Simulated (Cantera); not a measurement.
What does this Cantera script print?

```python
import numpy as np
import cantera as ct

gas = ct.Solution("gri30.yaml")
gas.TPX = 1775, 13000, {'NO': 1, 'N2': 0.56}
reactor = ct.IdealGasConstPressureReactor(gas, energy="off", clone=False)
net = ct.ReactorNet([reactor])
net.rtol, net.atol = 1e-08, 1e-18
show = ['NO', 'NO2', 'O2', 'O', 'N2O', 'N2']
times = np.geomspace(0.0001, 20, 12)

steps = ct.SolutionArray(gas, extra=["t"])
rows = []
print(f"{'t/s':>10s}{'T/K':>9s}{'P/Pa':>11s}" + "".join(f"{s:>11s}" for s in show))
for t in times:
    while net.time < t:
        t_next = net.step()
        steps.append(gas.state, t=t_next)
    rows.append([np.interp(t, steps.t, y) for y in (steps.T, steps.P, *steps(*show).X.T)])
    print(f"{t:10.3e}{rows[-1][0]:9.1f}{rows[-1][1]:11.4g}" + "".join(f"{x:11.3e}" for x in rows[-1][2:]))
rate = np.gradient(steps.T, steps.t)
print("integrator steps:", len(steps.t))
if steps.T.max() > steps.T[0] + 200:
    print(f"time of steepest temperature rise: {steps.t[rate.argmax()]:.4e} s")
gas.TPX = 1775, 13000, {'NO': 1, 'N2': 0.56}
gas.equilibrate("TP")
print(f"equilibrium (TP): T = {gas.T:.1f} K  " + "  ".join(f"{s} {gas[s].X[0]:.3e}" for s in show))
```

Output:

```
       t/s      T/K       P/Pa         NO        NO2         O2          O        N2O         N2
 1.000e-04   1775.0    1.3e+04  6.410e-01  6.460e-08  1.759e-09  9.232e-07  9.820e-07  3.590e-01
 3.033e-04   1775.0    1.3e+04  6.410e-01  5.365e-07  1.528e-08  2.477e-06  2.961e-06  3.590e-01
 9.201e-04   1775.0    1.3e+04  6.410e-01  3.727e-06  1.319e-07  5.534e-06  8.818e-06  3.590e-01
 2.791e-03   1775.0    1.3e+04  6.410e-01  1.827e-05  1.337e-06  1.003e-05  2.531e-05  3.590e-01
 8.465e-03   1775.0    1.3e+04  6.408e-01  5.708e-05  1.681e-05  1.788e-05  6.520e-05  3.590e-01
 2.568e-02   1775.0    1.3e+04  6.405e-01  9.183e-05  1.472e-04  2.478e-05  1.272e-04  3.592e-01
 7.789e-02   1775.0    1.3e+04  6.393e-01  1.017e-04  6.820e-04  2.727e-05  1.575e-04  3.597e-01
 2.363e-01   1775.0    1.3e+04  6.360e-01  1.129e-04  2.360e-03  2.960e-05  1.565e-04  3.614e-01
 7.166e-01   1775.0    1.3e+04  6.258e-01  1.405e-04  7.415e-03  3.548e-05  1.502e-04  3.664e-01
 2.174e+00   1775.0    1.3e+04  5.960e-01  1.962e-04  2.228e-02  4.850e-05  1.336e-04  3.814e-01
 6.594e+00   1775.0    1.3e+04  5.156e-01  2.688e-04  6.241e-02  7.220e-05  9.665e-05  4.216e-01
 2.000e+01   1775.0    1.3e+04  3.467e-01  2.748e-04  1.469e-01  1.052e-04  4.177e-05  5.060e-01
integrator steps: 775
equilibrium (TP): T = 1775.0 K  NO 4.371e-03  NO2 5.122e-06  O2 3.182e-01  O 1.507e-04  N2O 8.427e-08  N2 6.772e-01
```

Model: GRI-Mech 3.0 (53 species, 325 reactions), integrated in Cantera.
